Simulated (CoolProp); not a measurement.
A single-stage vapour-compression cycle with vinyl chloride: evaporating at 239.15 K (dew point), condensing at 280.15 K (bubble point), superheat 5 K, subcooling 5 K, compressor efficiency 0.7, no pressure losses. Each further row changes one setting.

Values from CoolProp's reference Helmholtz-energy equation of state, Thol 2022.

| case | cooling COP | pressure ratio | discharge temperature (K) | refrigerating effect (kJ/kg) | volumetric capacity (kJ/m³) |
|---|---|---|---|---|---|
| as stated | 3.62 | 5.43 | 350.4 | 322 | 411 |
| evaporating temperature 244.15 K | 4.29 | 4.26 | 340.6 | 325 | 520 |
| condensing temperature 275.15 K | 4.19 | 4.56 | 339.2 | 329 | 420 |
| subcooling 10 K | 3.70 | 5.43 | 350.4 | 329 | 420 |
| superheat 15 K | 3.57 | 5.43 | 361.8 | 330 | 403 |
| compressor efficiency 0.6 | 3.10 | 5.43 | 365.4 | 322 | 411 |
